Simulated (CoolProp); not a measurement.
Vapour-liquid equilibrium of acetone (1) + n-nonane (2) at 770 kPa; x and y are mole fractions of (1).

Computed with CoolProp (multi-fluid Helmholtz-energy mixture model, Lemmon 2006 and Lemmon 2006; pair parameters Bell 2016).

Question: Give the bubble temperature and the first vapour's composition at x = 0.15, 0.65, 0.85. Is there an azeotrope?

Answer: x = 0.15: 468.9 K, y = 0.610; x = 0.65: 418.3 K, y = 0.917; x = 0.85: 410.1 K, y = 0.961. No azeotrope shows between x = 0.05 and 0.95.

Pair parameters are fitted to limited data, so mixtures are less certain than the pure fluids.
